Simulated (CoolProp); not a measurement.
Vapour-liquid equilibrium of n-butane (1) + benzene (2) at 81.05 °C; x and y are mole fractions of (1).

Model: multi-fluid Helmholtz-energy mixture model, Bücker 2006 and Thol 2012; pair parameters Bell 2016, in CoolProp.

| x | bubble pressure, mixture model (bar) | bubble pressure, Raoult's law (bar) | y, mixture model | y, Raoult's law |
|---|---|---|---|---|
| 0.05 | 1.590 | 1.510 | 0.364 | 0.343 |
| 0.15 | ___ | 2.440 | 0.651 | 0.636 |
| 0.25 | 3.764 | 3.370 | 0.770 | 0.768 |
| 0.35 | 4.770 | 4.301 | ___ | 0.842 |
| 0.45 | 5.696 | 5.231 | 0.875 | 0.890 |
| 0.55 | 6.548 | 6.162 | 0.904 | 0.924 |
| 0.65 | 7.350 | 7.092 | ___ | 0.948 |
| 0.75 | 8.137 | 8.022 | 0.947 | 0.967 |
| 0.85 | 8.954 | 8.953 | 0.967 | 0.983 |
| 0.95 | 9.852 | 9.883 | 0.988 | 0.995 |

### Question
What belongs in the gaps?

### Answer

- 0.15, bubble pressure, mixture model (bar): 2.692
- 0.35, y, mixture model: 0.834
- 0.65, y, mixture model: 0.927

The largest gap from Raoult's law is +11.7 % in bubble pressure, at x = 0.25. No azeotrope shows between x = 0.05 and 0.95.

The pair parameters rest on a limited set of measurements; away from them the model extrapolates.
